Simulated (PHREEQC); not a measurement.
Make-up at 25 °C: 0.0032 mol/kgw CuSO4, 0.00425 mol/kgw H2SO4 and 3.5e-05 mol/kgw NaCl. Closed to the air; pH follows from the charge balance.

Model: ion-association model, phreeqc.dat, run in PHREEQC.

Precipitation was switched off in this run.

What pH does the model give?

pH 2.23.

In which forms is S present?

SO4-2 64 %, HSO4- 25 %, CuSO4 11 % of the S.
